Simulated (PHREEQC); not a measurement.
Consider water at 13 °C with 0.016 mol/kgw Na2SeO4 and 0.00089 mol/kgw Ca(OH)2. Closed to the air; pH follows from the charge balance.

Equilibrium calculation in PHREEQC: ion-association model, wateq4f.dat.

This is a speciation only: nothing precipitates in the calculation.

What pH does the model give?

pH 11.57.

In which forms is Ca present?

Ca+2 97 %, CaOH+ 3.4 % of the Ca.

Away from 25 °C the constants follow the database's enthalpies or fits; those with neither stay at their 25 °C values.
